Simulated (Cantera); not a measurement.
A diamond (100) surface in a fixed gas of H2 with x(CH4) = 0.0027, x(CH3) = 2.7e-05, at 900 K, 51.8 Torr; coverages are run to steady state.

Computed with Cantera and the Harris–Goodwin 1993 mechanism for the reconstructed diamond (100) surface.

θ: site fractions in the mechanism's names (c6HH fully hydrogenated, c6H* and c6*H radical sites, c6** diradical, c6HM methylated).

```tsv
x(H)	growth (µm/h)	θ c6HH	θ c6H*	θ c6*H	θ c6**	θ c6HM
0.0001	0.389	0.569	0.00824	0.231	0.00253	0.152
0.00022	(withheld)	0.624	0.00924	0.259	(withheld)	(withheld)
0.00048	0.530	0.657	0.00985	0.276	0.00385	0.0431
0.0011	0.561	0.676	0.0102	0.285	0.00415	0.0199
0.0023	0.574	0.684	0.0104	0.289	0.00429	0.00974
0.0051	0.581	0.688	0.0105	0.291	0.00436	0.00444
0.011	0.584	0.690	0.0106	0.292	0.00440	(withheld)
0.024	0.586	0.691	0.0108	0.292	0.00443	0.000952
0.053	0.588	0.692	0.0111	0.292	0.00447	0.000432
```

Problem. Some entries are withheld; supply them.

Solution. 
- 0.00022, growth (µm/h): 0.476
- 0.00022, θ c6**: 0.00333
- 0.00022, θ c6HM: 0.0845
- 0.011, θ c6HM: 0.00207
